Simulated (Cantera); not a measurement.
A perfectly stirred reactor is fed with 82.6 % NH3, 17.4 % H2, at 0.190 bar; it is held at 1975 K, and followed from long to short residence time.

Detailed kinetics in Cantera: the gas-phase N/H chemistry of the illustrative SiF4/NH3 mechanism in the Surface Chemkin manual (1991). Walls and surfaces, which speed up NH3 decomposition in real reactors, are not modelled.

**Question.** Predict: x(NH3) at τ = 0.680 s; x(H2) at τ = 0.680 s; x(H) at τ = 0.680 s; x(NH) at τ = 0.680 s; x(N2H4) at τ = 0.680 s; x(NH3) at τ = 6.90 ms; x(H2) at τ = 6.90 ms; x(H) at τ = 6.90 ms; x(NH) at τ = 6.90 ms; x(N2H4) at τ = 6.90 ms.

**Answer.** 
* **x(NH3) at τ = 0.680 s**: 0.166
* **x(H2) at τ = 0.680 s**: 0.653
* **x(H) at τ = 0.680 s**: 0.000476
* **x(NH) at τ = 0.680 s**: 8.53e-6
* **x(N2H4) at τ = 0.680 s**: 1.31e-8
* **x(NH3) at τ = 6.90 ms**: 0.793
* **x(H2) at τ = 6.90 ms**: 0.197
* **x(H) at τ = 6.90 ms**: 8.47e-5
* **x(NH) at τ = 6.90 ms**: 1.13e-5
* **x(N2H4) at τ = 6.90 ms**: 1.03e-7
